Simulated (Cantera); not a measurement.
An isothermal, constant-pressure homogeneous reactor starts with CH4 : O2 : N2 = 0.017 : 0.008 : 1 (molar parts), equivalence ratio 4.2, at 1400 K and 9.47 atm.

Cantera simulation using GRI-Mech 3.0 (53 species, 325 reactions); the numbers are that mechanism's predictions, not measurements.

x: mole fraction; the columns are a selection and need not sum to one.

```csv
t (s),x CH4,x O2,x CO,x OH,x C2H
0.000600,0.0166,0.00780,6.33e-8,1.70e-9,<1e-12
0.00246,0.0165,0.00779,2.33e-6,2.43e-9,<1e-12
0.0101,0.0162,0.00766,6.27e-5,5.73e-9,<1e-12
0.0416,0.0130,?,0.00137,3.10e-8,1.31e-11
0.171,0.00722,?,0.00553,3.85e-9,2.72e-11
0.702,0.00658,?,0.00550,2.17e-9,2.10e-11
2.88,0.00511,<1e-12,0.00523,2.00e-9,2.77e-11
11.9,0.00327,<1e-12,0.00536,1.89e-9,3.54e-11
48.7,0.00300,<1e-12,0.00652,1.58e-9,2.95e-11
200,0.00295,<1e-12,0.00899,9.97e-10,1.60e-11
```

Problem. Fill in the missing entries.

Solution. 
- 0.0416, x O2: 0.00571
- 0.171, x O2: 0.000151
- 0.702, x O2: 7.21e-7
